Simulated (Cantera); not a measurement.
Mixture: CH₄ : O₂ : N₂ = 1 : 1.43 : 5.37 (molar parts), equivalence ratio 1.4, at 1.10 bar, adiabatic and at constant volume. Ignition delay is the time to a rise of 400 K.

Model: GRI-Mech 3.0 (53 species, 325 reactions), integrated in Cantera.

Q: What does this change do: 0.25 parts H2 added?

A: 
```csv
quantity,before,after
delay at 1073 K,0.336 s,23.5 ms
delay at 1223 K,34.6 ms,5.30 ms
delay at 1373 K,4.90 ms,1.28 ms
delay at 1523 K,0.928 ms,0.371 ms
delay at 1673 K,0.243 ms,0.135 ms
apparent activation energy between 1523 and 1673 K,190 kJ/mol,140 kJ/mol
```

Q: What does this change do: 0.43 parts CO2 added?

A: 
```csv
quantity,before,after
delay at 1073 K,0.336 s,0.365 s
delay at 1223 K,34.6 ms,38.0 ms
delay at 1373 K,4.90 ms,5.40 ms
delay at 1523 K,0.928 ms,1.01 ms
delay at 1673 K,0.243 ms,0.262 ms
apparent activation energy between 1523 and 1673 K,190 kJ/mol,190 kJ/mol
```
